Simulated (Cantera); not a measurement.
**Adiabatic ignition**

An adiabatic, constant-volume homogeneous reactor starts with C3H8 : O2 : N2 : H2 = 1 : 10.6 : 40 : 0.26 (molar parts), at 1525 K and 7.10 bar.

Cantera simulation using GRI-Mech 3.0 (53 species, 325 reactions); the numbers are that mechanism's predictions, not measurements. GRI-Mech 3.0 was tuned for natural gas; its chemistry of propane as a main component is partial and can be far from experiment.

```json
[
 {"t (s)": "6.00e-6", "T (K)": "1525", "P (bar)": "7.12", "x C3H8": "0.0160", "x O2": "0.202", "x NO": "1.90e-11", "x CO": "0.000223", "x NO2": "<1e-12", "x HCO": "4.95e-7", "x CH3": "0.000823"},
 {"t (s)": "1.65e-5", "T (K)": "2244", "P (bar)": "11.0", "x C3H8": "<1e-12", "x O2": "0.117", "x NO": "5.33e-6", "x CO": "0.0433", "x NO2": "1.68e-8", "x HCO": "1.59e-6", "x CH3": "3.86e-6"},
 {"t (s)": "4.52e-5", "T (K)": "2709", "P (bar)": "12.9", "x C3H8": "<1e-12", "x O2": "0.101", "x NO": "0.000860", "x CO": "0.00467", "x NO2": "1.56e-6", "x HCO": "3.34e-9", "x CH3": "<1e-12"},
 {"t (s)": "0.000124", "T (K)": "2705", "P (bar)": "12.9", "x C3H8": "<1e-12", "x O2": "0.100", "x NO": "0.00302", "x CO": "0.00461", "x NO2": "5.45e-6", "x HCO": "3.24e-9", "x CH3": "<1e-12"},
 {"t (s)": "0.000341", "T (K)": "2696", "P (bar)": "12.9", "x C3H8": "<1e-12", "x O2": "0.0980", "x NO": "0.00778", "x CO": "0.00449", "x NO2": "1.40e-5", "x HCO": "3.03e-9", "x CH3": "<1e-12"},
 {"t (s)": "0.000935", "T (K)": "2681", "P (bar)": "12.8", "x C3H8": "<1e-12", "x O2": "0.0945", "x NO": "0.0149", "x CO": "0.00430", "x NO2": "2.66e-5", "x HCO": "2.74e-9", "x CH3": "<1e-12"},
 {"t (s)": "0.00257", "T (K)": "2672", "P (bar)": "12.7", "x C3H8": "<1e-12", "x O2": "0.0924", "x NO": "0.0193", "x CO": "0.00419", "x NO2": "3.42e-5", "x HCO": "2.58e-9", "x CH3": "<1e-12"},
 {"t (s)": "0.00705", "T (K)": "2671", "P (bar)": "12.7", "x C3H8": "<1e-12", "x O2": "0.0922", "x NO": "0.0197", "x CO": "0.00418", "x NO2": "3.49e-5", "x HCO": "2.56e-9", "x CH3": "<1e-12"},
 {"t (s)": "0.0193", "T (K)": "2671", "P (bar)": "12.7", "x C3H8": "<1e-12", "x O2": "0.0922", "x NO": "0.0197", "x CO": "0.00418", "x NO2": "3.49e-5", "x HCO": "2.56e-9", "x CH3": "<1e-12"},
 {"t (s)": "0.0531", "T (K)": "2671", "P (bar)": "12.7", "x C3H8": "<1e-12", "x O2": "0.0922", "x NO": "0.0197", "x CO": "0.00418", "x NO2": "3.49e-5", "x HCO": "2.56e-9", "x CH3": "<1e-12"},
 {"t (s)": "0.146", "T (K)": "2671", "P (bar)": "12.7", "x C3H8": "<1e-12", "x O2": "0.0922", "x NO": "0.0197", "x CO": "0.00418", "x NO2": "3.49e-5", "x HCO": "2.56e-9", "x CH3": "<1e-12"},
 {"t (s)": "0.400", "T (K)": "2671", "P (bar)": "12.7", "x C3H8": "<1e-12", "x O2": "0.0922", "x NO": "0.0197", "x CO": "0.00418", "x NO2": "3.49e-5", "x HCO": "2.56e-9", "x CH3": "<1e-12"}
]
```
x: mole fraction; the columns are a selection and need not sum to one.

| Property | Value |
|---|---|
| time of steepest temperature rise | 16.0 µs |
| temperature at 0.400 s | 2671 K |
| equilibrium temperature | 2671 K |
| x(C3H8) at 0.400 s | <1e-12 (gas-phase equilibrium <1e-12) |
| x(O2) at 0.400 s | 0.0922 (gas-phase equilibrium 0.0922) |
| x(NO) at 0.400 s | 0.0197 (gas-phase equilibrium 0.0197) |
